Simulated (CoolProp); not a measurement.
Saturated liquid density (kg/m³) of the fluoroketone C6F12O (FK-5-1-12): the reference equation beside estimates from Tc = 441.8 K, pc = 18.69 bar, ω = 0.471. Rackett uses Z = 0.29056 − 0.08775 ω.

Computed with CoolProp (reference Helmholtz-energy equation of state, McLinden 2015).

```json
[
 {"T (K)": "329.9", "reference": "1501", "Rackett": "1649", "van der Waals": "878.7", "Redlich-Kwong": "1261", "Soave-Redlich-Kwong": "1366"},
 {"T (K)": "336", "reference": "1481", "Rackett": "1625", "van der Waals": "866.4", "Redlich-Kwong": "1239", "Soave-Redlich-Kwong": "1344"},
 {"T (K)": "342.1", "reference": "1459", "Rackett": "1600", "van der Waals": "853.6", "Redlich-Kwong": "1216", "Soave-Redlich-Kwong": "1321"},
 {"T (K)": "348.2", "reference": "[?]", "Rackett": "1574", "van der Waals": "840.5", "Redlich-Kwong": "1192", "Soave-Redlich-Kwong": "1298"},
 {"T (K)": "354.3", "reference": "1415", "Rackett": "1547", "van der Waals": "826.8", "Redlich-Kwong": "1168", "Soave-Redlich-Kwong": "1273"},
 {"T (K)": "360.4", "reference": "1391", "Rackett": "1520", "van der Waals": "812.7", "Redlich-Kwong": "1142", "Soave-Redlich-Kwong": "1247"},
 {"T (K)": "366.5", "reference": "1367", "Rackett": "1492", "van der Waals": "797.9", "Redlich-Kwong": "1116", "Soave-Redlich-Kwong": "1219"},
 {"T (K)": "372.6", "reference": "1341", "Rackett": "1462", "van der Waals": "782.6", "Redlich-Kwong": "1088", "Soave-Redlich-Kwong": "1190"},
 {"T (K)": "378.7", "reference": "1315", "Rackett": "1431", "van der Waals": "[?]", "Redlich-Kwong": "1059", "Soave-Redlich-Kwong": "1159"},
 {"T (K)": "384.8", "reference": "1287", "Rackett": "1399", "van der Waals": "749.6", "Redlich-Kwong": "1028", "Soave-Redlich-Kwong": "1126"},
 {"T (K)": "390.9", "reference": "1257", "Rackett": "1365", "van der Waals": "731.7", "Redlich-Kwong": "996.4", "Soave-Redlich-Kwong": "1091"},
 {"T (K)": "397", "reference": "1225", "Rackett": "1329", "van der Waals": "712.7", "Redlich-Kwong": "962.4", "Soave-Redlich-Kwong": "1053"},
 {"T (K)": "403.1", "reference": "1191", "Rackett": "[?]", "van der Waals": "692.3", "Redlich-Kwong": "926.1", "Soave-Redlich-Kwong": "1012"}
]
```

Problem. Fill in the missing entries.

Solution. 
- 348.2, reference: 1437
- 378.7, van der Waals: 766.5
- 403.1, Rackett: 1290

Absolute difference from the reference over all 13 rows, mean and median: Rackett 9.1 and 9.1 %, van der Waals 41.6 and 41.6 %, Redlich-Kwong 18.7 and 18.4 %, Soave-Redlich-Kwong 11.3 and 10.8 %.
